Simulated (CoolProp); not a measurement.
The fluid at 293.15 K and 1.35 MPa flows at 0.086 m/s in a round tube of 50 mm bore and 1.5 µm roughness, fully developed (64/Re and Nu = 3.66 if laminar; Colebrook and Gnielinski if turbulent). The same conditions are run with several fluids, on thermodynamics alone (safety and materials aside).

Values from CoolProp's reference Helmholtz-energy equation of state of each fluid (R124: de Vries 1995; R22: Kamei 1995; n-hexane: Thol 2019; R236FA: Pan 2012).

| fluid | Reynolds number | Darcy friction factor | pressure drop (Pa/m) | heat-transfer coefficient (W/(m² K)) | mass flow (kg/h) |
|---|---|---|---|---|---|
| R124 | 22000 | … | … | 187 | … |
| R22 | … | … | 2.00 | … | … |
| n-hexane | 8950 | … | 1.56 | 161 | 402 |
| R236FA | 19100 | 0.0262 | 2.68 | 187 | 840 |

**Question.** What belongs in the gaps?

**Answer.** 
- R124, Darcy friction factor: 0.0254
- R124, pressure drop (Pa/m): 2.58
- R124, mass flow (kg/h): 837
- R22, Reynolds number: 38300
- R22, Darcy friction factor: 0.0223
- R22, heat-transfer coefficient (W/(m² K)): 255
- R22, mass flow (kg/h): 737
- n-hexane, Darcy friction factor: 0.0319

Transport values come from each fluid's own correlations; those of R124, R22, R236FA are estimates that may be off by 10 % or more.
